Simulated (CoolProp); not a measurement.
A single-stage vapour-compression cycle with n-perfluorobutane: evaporating at 260.15 K (dew point), condensing at 281.15 K (bubble point), superheat 0 K, subcooling 0 K, compressor efficiency 0.9, no pressure losses. Each further row changes one setting.

Model: reference Helmholtz-energy equation of state, Gao 2022, in CoolProp.

```
case                              cooling COP  pressure ratio  discharge temperature (K)  refrigerating effect (kJ/kg)  volumetric capacity (kJ/m³)
--------------------------------  -----------  --------------  -------------------------  ----------------------------  ---------------------------
as stated                                9.59            2.34                      281.1                          77.9                          565
evaporating temperature 265.15 K         13.3            1.88                      281.1                          81.8                          728
condensing temperature 276.15 K          13.1            1.94                      276.2                          83.5                          606
subcooling 5 K                           10.3            2.34                      281.1                          83.5                          606
superheat 10 K                           9.93            2.34                      281.9                          86.2                          600
compressor efficiency 0.8                8.53            2.34                      281.1                          77.9                          565
```

The compression ends wet for: as stated; evaporating temperature 265.15 K; condensing temperature 276.15 K; subcooling 5 K; compressor efficiency 0.8.
